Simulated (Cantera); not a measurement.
Roasting and sulfation: Fe2O3 + H2S + CO2

Charge: 1 mol Fe2O3, 0.99 mol H2S, 0.12 mol CO2, at 1550 K.

These are equilibrium values from Cantera (NASA tables, ideal gas, pure condensed phases), not measurements of a reactor. Candidate condensed phases: C, C6H6, C7H8, C8H18, Fe, Fe(CO)5, FeO, Fe(OH)2, Fe(OH)3, FeS, FeSO4, FeS2, Fe2O3, Fe2(SO4)3, Fe3O4, H2O, H2SO4, S; 127 gas species. Metal and sulfide melt together well below either melting point, which pure phases cannot show. Mutual solubility and eutectic melting of coexisting phases are not modelled. The tables' stoichiometric FeO is somewhat more stable than real wüstite, so its field is too wide. FeO, FeS: taken at fixed stoichiometry. Equilibrium is a limit: real reactors are often held back by kinetics, nucleation or transport.

```json
[
 {"P (Pa)": "1000", "log p H2O": "-2.35", "log p SO2": "-2.87", "log p S2": "-2.76", "log p H2": "-2.86", "log p CO2": "-3.41", "log p CO": "-3.47", "log p H2S": "-3.78", "n FeO(s)": "1.86", "n FeS(l)": "0.143"},
 {"P (Pa)": "2600", "log p H2O": "-1.89", "log p SO2": "-2.39", "log p S2": "-2.44", "log p H2": "-2.56", "log p CO2": "-2.91", "log p CO": "-3.14", "log p H2S": "-3.32", "n FeO(s)": "1.75", "n FeS(l)": "0.253"},
 {"P (Pa)": "6700", "log p H2O": "-1.45", "log p SO2": "-1.94", "log p S2": "-2.14", "log p H2": "-2.27", "log p CO2": "-2.44", "log p CO": "-2.82", "log p H2S": "-2.88", "n FeO(s)": "1.66", "n FeS(l)": "0.340"},
 {"P (Pa)": "17000", "log p H2O": "-1.02", "log p SO2": "-1.50", "log p S2": "-1.85", "log p H2": "-1.98", "log p CO2": "-1.99", "log p CO": "-2.51", "log p H2S": "-2.45", "n FeO(s)": "1.59", "n FeS(l)": "0.408"},
 {"P (Pa)": "45000", "log p H2O": "-0.58", "log p SO2": "-1.06", "log p S2": "-1.55", "log p H2": "-1.69", "log p CO2": "-1.53", "log p CO": "-2.20", "log p H2S": "-2.01", "n FeO(s)": "1.54", "n FeS(l)": "0.463"},
 {"P (Pa)": "120000", "log p H2O": "-0.14", "log p SO2": "-0.61", "log p S2": "-1.26", "log p H2": "-1.40", "log p CO2": "-1.08", "log p CO": "-1.90", "log p H2S": "-1.57", "n FeO(s)": "1.50", "n FeS(l)": "0.504"},
 {"P (Pa)": "300000", "log p H2O": "0.27", "log p SO2": "-0.20", "log p S2": "-0.98", "log p H2": "-1.13", "log p CO2": "-0.66", "log p CO": "-1.61", "log p H2S": "-1.16", "n FeO(s)": "1.47", "n FeS(l)": "0.533"},
 {"P (Pa)": "770000", "log p H2O": "0.69", "log p SO2": "0.22", "log p S2": "-0.70", "log p H2": "-0.85", "log p CO2": "-0.24", "log p CO": "-1.33", "log p H2S": "-0.75", "n FeO(s)": "1.44", "n FeS(l)": "0.555"},
 {"P (Pa)": "2000000", "log p H2O": "1.11", "log p SO2": "0.64", "log p S2": "-0.42", "log p H2": "-0.57", "log p CO2": "0.19", "log p CO": "-1.05", "log p H2S": "-0.33", "n FeO(s)": "1.43", "n FeS(l)": "0.572"}
]
```
log p: log10 of the partial pressure in bar; n: condensed amount in mol.

From 10.0 mbar to 20.0 bar the condensed part is FeO(s) + FeS(l). The main Fe-bearing gas is Fe(OH)2 throughout.
